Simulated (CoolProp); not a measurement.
200 sccm (0 °C, 1 atm) of nitrogen bubbles through liquid dimethyl carbonate at 308.2 K and leaves saturated at a total pressure of 0.0424 MPa (ideal gas phase). Each further row changes one setting.

Computed with CoolProp (reference Helmholtz-energy equation of state, Zhou 2011).

| case | vapour pressure (kPa) | mole fraction of vapour | delivery (mg/min) | delivery (sccm) | change of delivery for a bath 1 K warmer (%) |
|---|---|---|---|---|---|
| as stated | 11.9 | 0.281 | 314 | 78.2 | 6.8 |
| bath temperature 313.2 K | 15.0 | 0.355 | 442 | 110 | 7.4 |
| total pressure 0.0848 MPa | 11.9 | 0.141 | 132 | 32.7 | 5.7 |
